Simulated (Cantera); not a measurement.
## Thermodynamics of aluminium nitride and oxide growth, feed Al(CH3)3 + N2O + H2 + O2

A closed system holds: 1 mol Al(CH3)3, 26 mol N2O, 140 mol H2, 0.78 mol O2, at 1773 K and 44.0 mbar.

Method: chemical equilibrium by Gibbs-energy minimisation in Cantera with the NASA 1993 tables (ideal gas, pure condensed phases). Candidate condensed phases: Al, AlN, Al2O3, C, C6H6, C7H8, C8H18, H2O; 148 gas species. The feed counts by its element totals alone. Kinetics and transport are ignored.

| Item | Value |
|---|---|
| x(H2) | 0.700 |
| x(N2) | 0.150 |
| x(H2O) | 0.132 |
| x(CO) | 0.0164 |
| x(H) | 0.00113 |
| x(CO2) | 0.000835 |
| x(OH) | 1.33e-5 |
| n(Al2O3(s)) | 0.500 mol |
| gas amount | 173.6 mol |
| log10 activity of C(graphite) (absent) | -5.90 |
| log10 activity of Al(l) (absent) | -8.65 |
